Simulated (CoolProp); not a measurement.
Vapour-liquid equilibrium of ethanol (1) + n-heptane (2) at 10.6 bar; x and y are mole fractions of (1).

The numbers come from the multi-fluid Helmholtz-energy mixture model, Schroeder 2014 and Span 2003; pair parameters Bell 2016 in CoolProp.

| x | bubble temperature, mixture model (K) | bubble temperature, Raoult's law (K) | y, mixture model | y, Raoult's law |
|---|---|---|---|---|
| 0.05 | … | 472.1 | 0.223 | 0.138 |
| 0.125 | 447.3 | 465.0 | 0.417 | 0.299 |
| 0.2 | 439.5 | 459.1 | 0.516 | 0.424 |
| 0.275 | … | 454.0 | 0.573 | 0.524 |
| 0.35 | 432.1 | 449.7 | 0.613 | 0.607 |
| 0.425 | … | 445.9 | … | 0.677 |
| 0.5 | 428.7 | 442.4 | 0.672 | 0.737 |
| 0.575 | 427.6 | 439.4 | 0.701 | 0.790 |
| 0.65 | 426.7 | 436.6 | 0.732 | 0.836 |
| 0.725 | 426.0 | 434.0 | 0.770 | 0.878 |
| 0.8 | 425.6 | 431.7 | 0.815 | 0.916 |
| 0.875 | 425.5 | 429.5 | … | 0.950 |
| 0.95 | 425.8 | 427.4 | … | 0.981 |

**Question.** Complete the blanks.

**Answer.** 
- 0.05, bubble temperature, mixture model (K): 461.9
- 0.275, bubble temperature, mixture model (K): 435.0
- 0.425, bubble temperature, mixture model (K): 430.2
- 0.425, y, mixture model: 0.644
- 0.875, y, mixture model: 0.872
- 0.95, y, mixture model: 0.944

The largest gap from Raoult's law is -19.6 K in bubble temperature, at x = 0.2. y crosses x between x = 0.8 and 0.875: the model has an azeotrope there.

The pair parameters rest on a limited set of measurements; away from them the model extrapolates.
